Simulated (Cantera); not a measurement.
A perfectly stirred reactor is fed with CH4 : N2 = 1 : 1.1 (molar parts), at 1.01 bar; it is held at 1900 K, and followed from long to short residence time.

Computed with Cantera and GRI-Mech 3.0 (53 species, 325 reactions). GRI-Mech 3.0 stops at C3 and has no aromatics, soot or wall deposition, so with more carbon than oxygen in the feed, carbon stays in small species such as C2H2 where larger ones or solid carbon would form.

x: mole fraction; the columns are a selection and need not sum to one.

```csv
τ (s),x CH4,x C2H2,x H,x HCN,x C2H,x CH3
1.8,0.00649,0.158,0.000544,6.95e-5,2.36e-6,0.000148
0.57,(withheld),0.157,0.000536,(withheld),2.32e-6,(withheld)
0.18,0.0172,0.154,0.000522,1.40e-5,2.26e-6,0.000383
0.057,(withheld),0.150,0.000497,(withheld),2.15e-6,(withheld)
0.018,0.0538,0.141,0.000458,3.33e-6,1.98e-6,0.00114
0.0058,0.0934,0.127,0.000403,1.58e-6,1.73e-6,0.00190
0.0018,0.158,0.102,0.000327,6.56e-7,1.38e-6,0.00311
```

Q: Some entries are withheld; supply them.

A: 
- 0.57, x CH4: 0.0101
- 0.57, x HCN: 3.02e-5
- 0.57, x CH3: 0.000228
- 0.057, x CH4: 0.0303
- 0.057, x HCN: 6.81e-6
- 0.057, x CH3: 0.000661
